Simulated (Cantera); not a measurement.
Input: 1 mol SiH4, 0.92 mol Cl2, 11 mol H2, 0.031 mol H2O, held at 120 Torr.

Equilibrium computed with Cantera from the NASA thermochemical tables; the gas is ideal and each condensed phase is pure. Candidate condensed phases: H2O, Si, SiO2; 30 gas species. Mutual solubility and eutectic melting of coexisting phases are not modelled. The tables' values for SiCl3 are old estimates; treat these amounts as uncertain. The numbers say what is thermodynamically allowed, not how fast it happens.

x: gas mole fraction; n: condensed amount in mol.

```
T (K)   x H2    x HCl  x SiCl4  x SiHCl3  x SiCl2   x SiCl3  x SiH2Cl2  n Si(s)  n SiO2(α-quartz)  n SiO2(β-quartz)
-----  -----  -------  -------  --------  -------  --------  ---------  -------  ----------------  ----------------
800    0.961  0.00155   0.0236    0.0132        ?   2.33e-5   0.000598    0.481            0.0155                 0
850    0.960  0.00290   0.0235    0.0129        ?   5.88e-5   0.000621    0.486                 0            0.0155
900    0.959  0.00505   0.0231    0.0125        ?  0.000132   0.000638    0.494                 0            0.0155
950    0.956  0.00824   0.0225    0.0120        ?  0.000271   0.000647    0.506                 0            0.0155
1000   0.953   0.0127   0.0215    0.0114        ?  0.000506   0.000647    0.521                 0            0.0155
1050   0.948   0.0187   0.0201    0.0106        ?  0.000872   0.000637    0.540                 0            0.0155
1100   0.943   0.0261   0.0181   0.00962        ?   0.00138   0.000614    0.562                 0            0.0155
```

Task: What belongs in the gaps?

Result: 
- 800, x SiCl2: 2.57e-6
- 850, x SiCl2: 1.05e-5
- 900, x SiCl2: 3.61e-5
- 950, x SiCl2: 0.000109
- 1000, x SiCl2: 0.000289
- 1050, x SiCl2: 0.000687
- 1100, x SiCl2: 0.00148
